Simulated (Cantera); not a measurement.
Mixture: 5.86 % CH4, 19.2 % O2, 72.1 % N2, 2.87 % CO2, equivalence ratio 0.61, at 9.87 atm, adiabatic and at constant pressure. Ignition delay is the time to a rise of 400 K.

Cantera simulation using GRI-Mech 3.0 (53 species, 325 reactions); the numbers are that mechanism's predictions, not measurements.

### Question
At T0 = 1325 K, what is the delay, and which 6 reactions control it most (d ln τ / d ln k, from doubling and halving each rate constant)?

### Answer
The delay is 0.929 ms.
```
reaction                  d ln τ / d ln k   faster rate
------------------------  ---------------  ------------
2 CH3 (+M) <=> C2H6 (+M)             0.54  lengthens it
CH3 + HO2 <=> CH3O + OH             -0.42   shortens it
CH3 + O2 <=> CH3O + O               -0.41   shortens it
CH3 + O2 <=> CH2O + OH              -0.26   shortens it
CH2O + O2 <=> HCO + HO2             -0.26   shortens it
H + O2 <=> O + OH                   -0.24   shortens it
```
